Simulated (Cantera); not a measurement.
Charge: 1 mol Si2Cl6, 220 mol H2, held at 3200 Pa.

Method: chemical equilibrium by Gibbs-energy minimisation in Cantera with the NASA 1993 tables (ideal gas, pure condensed phases). Candidate condensed phases: Si; 19 gas species. The feed counts by its element totals alone. The tables' values for SiCl3 are old estimates; treat these amounts as uncertain. Kinetics and transport are ignored. All values below are at 1525 K.

Base state: H2 0.975, HCl 0.0232, SiCl2 0.00181, H 0.000131, SiCl3 1.62e-5 (mole fractions); condensed: Si(s).

Task: What changes in the equilibrium state with this change: Si2Cl6 replaced by SiH2Cl2?

Result: 
| species | before | after |
|---|---|---|
| H2 | 0.975 | 0.991 |
| HCl | 0.0232 | 0.00852 |
| SiCl2 | 0.00181 | 0.000240 |
| SiCl3 | 1.62e-5 | 7.81e-7 |
| H | 0.000131 | 0.000132 |
| Si(s), mol | 1.59 | 0.946 |
